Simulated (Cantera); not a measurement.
A closed system holds: 1 mol SiHCl3, 0.04 mol HCl, 81 mol H2, held at 0.100 bar.

Method: chemical equilibrium by Gibbs-energy minimisation in Cantera with the NASA 1993 tables (ideal gas, pure condensed phases). Candidate condensed phases: Si; 19 gas species. Kinetics and transport are ignored.

### Question
What share of the Si ends up in condensed phases as a function of T (K), at 875, 925, 975, 1025, 1075, 1125, 1175, 1225, 1275, 1325, 1375, 1425?

### Answer
```csv
T (K),Si condensed (%),as
875,21.2,Si(s)
925,25.8,Si(s)
975,32.0,Si(s)
1025,39.8,Si(s)
1075,48.6,Si(s)
1125,57.6,Si(s)
1175,65.2,Si(s)
1225,70.5,Si(s)
1275,73.4,Si(s)
1325,74.5,Si(s)
1375,74.8,Si(s)
1425,74.6,Si(s)
```
